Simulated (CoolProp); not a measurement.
Model: reference Helmholtz-energy equation of state, Gao 2022, in CoolProp.

### Question
Give the vapour pressure (bar), vapour density (kg/m³), enthalpy of vaporisation (kJ/kg), liquid cp (kJ/(kg K)) of saturated n-perfluorohexane at 71.65 °C.

### Answer
| T (°C) | p (bar) | vapour density (kg/m³) | enthalpy of vaporisation (kJ/kg) | liquid cp (kJ/(kg K)) |
|---|---|---|---|---|
| 71.65 | 1.62 | 20.9 | 80.2 | 1.12 |
